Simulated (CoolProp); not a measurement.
A single-stage vapour-compression cycle with the fluid: evaporating at 193.15 K (dew point), condensing at 250.15 K (bubble point), superheat 8 K, subcooling 8 K, compressor efficiency 0.7, no pressure losses. The same conditions are run with several fluids, on thermodynamics alone (safety and materials aside).

Model: reference Helmholtz-energy equation of state of each fluid (R13: Platzer 1990; C2F6 (R116): Lemmon 2006; CH3F (R41): Lemmon 2006; carbonyl sulfide: Lemmon 2006; R143a: Lemmon and Jacobsen 2000; nitrous oxide: Lemmon 2006), in CoolProp. The equations of Platzer and Polt are older, rougher fits.

### Question
Rank R13, C2F6 (R116), CH3F (R41), carbonyl sulfide, R143a, nitrous oxide by cooling COP, highest first.

### Answer
R143a (1.96), carbonyl sulfide (1.88), R13 (1.85), CH3F (R41) (1.80), nitrous oxide (1.78), C2F6 (R116) (1.75)

| fluid | pressure ratio | discharge temperature (K) | refrigerating effect (kJ/kg) | volumetric capacity (kJ/m³) |
|---|---|---|---|---|
| R13 | 9.57 | 308.7 | 106 | 754 |
| C2F6 (R116) | 10.5 | 274.0 | 73.1 | 572 |
| CH3F (R41) | 11.2 | 399.9 | 394 | 768 |
| carbonyl sulfide | 15.4 | 414.8 | 275 | 198 |
| R143a | 17.9 | 319.0 | 190 | 152 |
| nitrous oxide | 10.0 | 390.2 | 283 | 1260 |
